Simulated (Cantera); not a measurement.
## PbO + CO + H₂ (iron carbonyl, mercury and lead vapours)

Input: 1 mol PbO, 0.16 mol CO, a varied amount of H₂, held at 500 °C and 0.0140 bar.

Cantera equilibrium calculation (NASA polynomials, part measured and part estimated; ideal gas, pure solids and liquids). Candidate condensed phases: C, C₆H₆, C₇H₈, C₈H₁₈, H₂O, Pb, PbO, PbO₂, Pb₃O₄; 113 gas species. Equilibrium is a limit: real reactors are often held back by kinetics, nucleation or transport.

```tsv
n(H₂) (mol)	x H₂O	x CO₂	x H₂	x CO	x Pb	x CH₄	x PbO	n Pb(l)	n PbO(yellow)
0.24	0.600	0.400	3.30e-5	4.30e-6	1.66e-6	<1e-12	1.16e-9	0.400	0.600
0.27	0.628	0.372	3.45e-5	4.00e-6	1.66e-6	<1e-12	1.16e-9	0.430	0.570
0.31	0.660	0.340	3.63e-5	3.66e-6	1.66e-6	<1e-12	1.16e-9	0.470	0.530
0.36	0.692	0.308	3.81e-5	3.30e-6	1.66e-6	<1e-12	1.16e-9	0.520	0.480
0.42	0.724	0.276	3.98e-5	2.96e-6	1.66e-6	<1e-12	1.16e-9	0.580	0.420
0.48	0.750	0.250	4.12e-5	2.69e-6	1.66e-6	<1e-12	1.16e-9	0.640	0.360
0.55	0.775	0.225	4.26e-5	2.42e-6	1.66e-6	<1e-12	1.16e-9	0.710	0.290
0.63	0.797	0.203	4.38e-5	2.18e-6	1.66e-6	<1e-12	1.16e-9	0.790	0.210
0.73	0.820	0.180	4.51e-5	1.93e-6	1.66e-6	<1e-12	1.16e-9	0.890	0.110
0.84	0.840	0.160	4.62e-5	1.72e-6	1.66e-6	<1e-12	1.16e-9	1.000	0
0.96	0.754	0.139	0.103	0.00373	1.66e-6	1.08e-7	<1e-12	1.000	0
```
x: gas mole fraction; n: condensed amount in mol.

From 0.24 mol H₂ to 0.73 mol H₂ the condensed part is Pb(l) + PbO(yellow). From 0.84 mol H₂ to 0.96 mol H₂ the condensed part is Pb(l). The main Pb-bearing gas is Pb throughout.
